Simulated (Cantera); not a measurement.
Input: 1 mol CH2F2, 0.064 mol F2, equilibrated at 1125 °C and 7.10 Pa.

These are equilibrium values from Cantera (NASA tables, ideal gas, pure condensed phases), not measurements of a reactor. Candidate condensed phases: C, C6H6, C7H8, C8H18; 95 gas species. Gases not in the tables: C2F6 and larger saturated fluorocarbons. Kinetics and transport are ignored.

Base state: HF 0.984, CF4 0.0156, F 0.000142, CF2 0.000124 (mole fractions); condensed: C(graphite).

Task: What changes in the equilibrium state with this change: F2 from 0.064 to 0.12 mol?

Result: 
```tsv
species	before	after
HF	0.984	0.971
CF4	0.0156	0.0290
CF2	0.000124	0.000168
F	0.000142	0.000165
C(graphite), mol	0.968	0.940
```
